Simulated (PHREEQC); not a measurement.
Make-up at 46 °C: 17.2 mmol/kgw H2SO4, 0.065 mmol/kgw AlCl3 and 54 mmol/kgw MgCl2. Closed to the air; pH follows from the charge balance.

All values are PHREEQC results (ion-association model, wateq4f.dat), not measurements.

| Quantity | Value |
|---|---|
| pH | 1.64 |
| ionic strength | 0.173 mol/kgw |
| total alkalinity | -34.4 meq/kg |

```
species  molality  activity   log γ
-------  --------  --------  ------
Cl-         0.108    0.0773  -0.146
Mg+2       0.0468    0.0160  -0.467
H+         0.0285    0.0227  -0.098
MgSO4     0.00717   0.00746   0.017
HSO4-     0.00594   0.00434  -0.136
SO4-2     0.00406   0.00120  -0.529
Al+3      3.39e-5   4.42e-6  -0.885
AlSO4+    2.96e-5   2.17e-5  -0.136
```

No solid was allowed to form. Constants without temperature data keep their 25 °C values here.
